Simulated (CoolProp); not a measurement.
Model: reference Helmholtz-energy equation of state, Tillner-Roth 1997, in CoolProp.

Q: Give the vapour pressure (bar), vapour density (kg/m³), liquid cp (kJ/(kg K)), liquid viscosity (µPa s) of saturated CH2F2 (R32) at 231.1, 236, 255.6 K.

A: 
| T (K) | p (bar) | vapour density (kg/m³) | liquid cp (kJ/(kg K)) | liquid viscosity (µPa s) |
|---|---|---|---|---|
| 231.1 | 1.62 | 4.63 | 1.60 | 262 |
| 236 | 2.02 | 5.72 | 1.61 | 245 |
| 255.6 | 4.45 | 12.2 | 1.67 | 190 |

Viscosity comes from a separate model (Bell 2016), an estimate that may be off by 10 % or more.
